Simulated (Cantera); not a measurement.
A closed system holds: 1 mol MgO, 7.1 mol CO, 4.8 mol H2, at 1575 K and 1.70 bar.

Method: chemical equilibrium by Gibbs-energy minimisation in Cantera with the NASA 1993 tables (ideal gas, pure condensed phases). Candidate condensed phases: C, C6H6, C7H8, C8H18, H2O, Mg, MgCO3, MgO, Mg(OH)2; 116 gas species. Kinetics and transport are ignored.

What is the equilibrium state?


```json
{
  "x(CO)": "0.596",
  "x(H2)": "0.402",
  "x(CH4)": "0.000501",
  "x(H2O)": "0.000419",
  "x(CO2)": "0.000214",
  "x(H)": "2.02e-5",
  "x(C2H2 (acetylene))": "8.49e-6",
  "x(Mg)": "3.60e-6",
  "n(C(graphite))": "0.00130 mol",
  "n(MgO(s))": "1.000 mol",
  "gas_amount": "11.89 mol",
  "log10 activity of Mg(l) (absent)": "-5.86"
}
```
